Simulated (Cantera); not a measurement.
Input (Python, Cantera):

```python
import numpy as np
import cantera as ct

gas = ct.Solution("gri30.yaml")
gas.TPX = 1450, 360000, {'CH4': 1, 'CO2': 0.049}
inlet = ct.Reservoir(gas, clone=True)

reactor = ct.IdealGasConstPressureReactor(gas, energy="off", clone=False)
exhaust = ct.Reservoir(gas, clone=True)
tau = [14, 4.9, 1.7, 0.62, 0.22, 0.078, 0.028, 0.0098][0]
for a, b in ((inlet, reactor), (reactor, exhaust)):
    ct.MassFlowController(a, b, mdot=lambda t: reactor.mass / tau)
net = ct.ReactorNet([reactor])
show = ['CH4', 'CO2', 'CH3', 'C2H4', 'CH2CO']

rows = []
print(f"{'tau/s':>10s}{'T/K':>9s}" + "".join(f"{s:>11s}" for s in show))
for tau in [14, 4.9, 1.7, 0.62, 0.22, 0.078, 0.028, 0.0098]:
    net.initial_time = 0.0
    net.advance(30 * tau)
    before = gas.X
    net.advance(40 * tau)
    drift = np.max(np.abs(gas.X - before) / (gas.X + 1e-9))
    rows.append([gas.T, *gas[show].X, drift])
    print(f"{tau:10.3e}{gas.T:9.1f}" + "".join(f"{x:11.3e}" for x in gas[show].X))
```

Result:

```
     tau/s      T/K        CH4        CO2        CH3       C2H4      CH2CO
 1.400e+01   1450.0  3.969e-01  2.221e-03  6.303e-05  5.857e-02  2.004e-06
 4.900e+00   1450.0  4.090e-01  4.565e-03  6.351e-05  5.835e-02  2.333e-06
 1.700e+00   1450.0  4.449e-01  1.057e-02  6.402e-05  5.376e-02  2.116e-06
 6.200e-01   1450.0  5.351e-01  2.259e-02  6.620e-05  4.113e-02  1.258e-06
 2.200e-01   1450.0  6.884e-01  3.591e-02  7.599e-05  2.320e-02  4.058e-07
 7.800e-02   1450.0  8.224e-01  4.286e-02  9.178e-05  1.298e-02  8.237e-08
 2.800e-02   1450.0  9.008e-01  4.556e-02  1.031e-04  7.797e-03  1.060e-08
 9.800e-03   1450.0  9.362e-01  4.645e-02  1.021e-04  3.207e-03  8.356e-10
```

Model: GRI-Mech 3.0 (53 species, 325 reactions), integrated in Cantera. GRI-Mech 3.0 stops at C3 and has no aromatics, soot or wall deposition, so with more carbon than oxygen in the feed, carbon stays in small species such as C2H2 where larger ones or solid carbon would form.
